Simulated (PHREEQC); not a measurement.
A solution holds 0.003 mol Cu(BF4)2 and 0.11 mol HCl per kg of water, at 20 °C. Closed to the air; pH follows from the charge balance.

Equilibrium calculation in PHREEQC: ion-association model, phreeqc.dat.

Task: The ionic strength comes out as 0.117 mol/kgw. What activity coefficients do HF2-, Cu+2, Cl-, CuCl+, CuF+ get?

Result: HF2- 0.77, Cu+2 0.39, Cl- 0.76, CuCl+ 0.76, CuF+ 0.77.

No solid was allowed to form. Real BF4- forms and hydrolyses slowly; the run takes it at equilibrium.
